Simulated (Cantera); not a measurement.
A closed system holds: 1 mol SiH₄, 0.56 mol N₂, held at 100000 Pa.

Method: chemical equilibrium by Gibbs-energy minimisation in Cantera with the NASA 1993 tables (ideal gas, pure condensed phases). Candidate condensed phases: Si, Si₃N₄; 18 gas species. Mutual solubility and eutectic melting of coexisting phases are not modelled. Gases not in the tables: Si₂H₆ and higher silanes. Kinetics and transport are ignored. All values below are at 1673 K.

Base state: H₂ 0.999, N₂ 0.000995, H 0.000114, SiH₂ 1.10e-5 (mole fractions); condensed: Si(s) + Si₃N₄(s).

**Question.** What changes in the equilibrium state with this change: pressure from 100000 Pa to 133 Pa?

**Answer.** 
| species | before | after |
|---|---|---|
| H₂ | 0.999 | 0.779 |
| N₂ | 0.000995 | 0.218 |
| H | 0.000114 | 0.00275 |
| Si | 4.18e-7 | 0.000313 |
| SiH | 7.06e-7 | 1.71e-5 |
| SiH₂ | 1.10e-5 | 8.58e-6 |
| Si(s), mol | 0.163 | 0.999 |
| Si₃N₄(s), mol | 0.279 | 0 |
